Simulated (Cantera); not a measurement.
Feed: 1 mol SiHCl₃, a varied amount of NH₃, at 1823.15 K and 0.0170 bar.

Equilibrium computed with Cantera from the NASA thermochemical tables; the gas is ideal and each condensed phase is pure. Candidate condensed phases: NH₄Cl, Si, Si₃N₄; 28 gas species. Gases not in the tables: Si₂H₆ and higher silanes. The numbers say what is thermodynamically allowed, not how fast it happens.

What share of the Si ends up in condensed phases as a function of n(NH₃) (mol), at 0.31, 0.87, 1.4, 2, 2.5, 3.1, 3.7, 4.2, 4.8, 5.3, 5.9, 6.5, 7?


```json
[
 {"n(NH₃) (mol)": "0.31", "Si condensed (%)": "0.0", "as": "-"},
 {"n(NH₃) (mol)": "0.87", "Si condensed (%)": "0.0", "as": "-"},
 {"n(NH₃) (mol)": "1.4", "Si condensed (%)": "0.0", "as": "-"},
 {"n(NH₃) (mol)": "2", "Si condensed (%)": "0.0", "as": "Si(l)"},
 {"n(NH₃) (mol)": "2.5", "Si condensed (%)": "4.3", "as": "Si(l)"},
 {"n(NH₃) (mol)": "3.1", "Si condensed (%)": "8.6", "as": "Si(l)"},
 {"n(NH₃) (mol)": "3.7", "Si condensed (%)": "12.5", "as": "Si(l)"},
 {"n(NH₃) (mol)": "4.2", "Si condensed (%)": "15.3", "as": "Si(l)"},
 {"n(NH₃) (mol)": "4.8", "Si condensed (%)": "18.4", "as": "Si(l)"},
 {"n(NH₃) (mol)": "5.3", "Si condensed (%)": "20.7", "as": "Si(l)"},
 {"n(NH₃) (mol)": "5.9", "Si condensed (%)": "23.3", "as": "Si(l)"},
 {"n(NH₃) (mol)": "6.5", "Si condensed (%)": "25.6", "as": "Si(l)"},
 {"n(NH₃) (mol)": "7", "Si condensed (%)": "27.4", "as": "Si(l)"}
]
```
